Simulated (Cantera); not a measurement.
(CH₃)₂SiCl₂ + H₂ + CH₄ (silicon carbide growth)

A closed system holds: 1 mol (CH₃)₂SiCl₂, 18 mol H₂, 0.33 mol CH₄, held at 11.0 mbar.

Method: chemical equilibrium by Gibbs-energy minimisation in Cantera with the NASA 1993 tables (ideal gas, pure condensed phases). Candidate condensed phases: C, C₆H₆, C₇H₈, C₈H₁₈, Si, SiC; 109 gas species. The feed counts by its element totals alone. The tables' values for SiCl are old estimates; treat these amounts as uncertain. Gases not in the tables: Si₂H₆ and higher silanes. The numbers say what is thermodynamically allowed, not how fast it happens.

```
T (K)   x H₂   x HCl      x H      x Si      x Cl  x C₂H₂ (acetylene)    x SiC₂   x SiCl₂  n C(graphite)  n SiC(s)
-----  -----  ------  -------  --------  --------  ------------------  --------  --------  -------------  --------
1900   0.905  0.0857  0.00720   4.26e-5  0.000515            0.000346   1.08e-6  0.000816           1.33     0.980
1950   0.902  0.0851   0.0104   9.82e-5  0.000734            0.000493   3.20e-6  0.000926           1.33     0.975
2000   0.898  0.0844   0.0147  0.000217   0.00103            0.000690   8.99e-6   0.00104           1.33     0.969
2050   0.892  0.0834   0.0204  0.000461   0.00141            0.000947   2.40e-5   0.00116           1.33     0.958
2100   0.884  0.0822   0.0279  0.000946   0.00191             0.00128   6.09e-5   0.00128           1.33     0.940
2150   0.874  0.0807   0.0376   0.00187   0.00254             0.00169  0.000148   0.00139           1.33     0.908
2200   0.860  0.0788   0.0498   0.00360   0.00332             0.00220  0.000346   0.00150           1.36     0.849
2250   0.841  0.0764   0.0649   0.00671   0.00427             0.00282  0.000776   0.00159           1.41     0.741
2300   0.816  0.0734   0.0834    0.0122   0.00540             0.00353   0.00168   0.00166           1.51     0.544
```
x: gas mole fraction; n: condensed amount in mol.

From 1900 K to 2300 K the condensed part is C(graphite) + SiC(s). The main Si-bearing gas is SiCl₂ at 1900 K and Si at 2300 K. The share of Si in condensed phases is highest at 1900 K (98.0 %) and lowest at 2300 K (54.4 %).
